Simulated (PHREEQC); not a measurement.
Solution (25 °C): 0.0017 mol ZnSO4, 0.28 mol NaCl and 0.00023 mol H2SO4 per kg of water. Closed to the air; pH follows from the charge balance.

Model: ion-association model, wateq4f.dat, run in PHREEQC.

This is a speciation only: nothing precipitates in the calculation.

### Question
Predict the pH.

### Answer
pH 3.46.

### Question
In which forms is S present?

### Answer
SO4-2 72 %, NaSO4- 26 %, ZnSO4 1.6 %, HSO4- 0.9 % of the S.
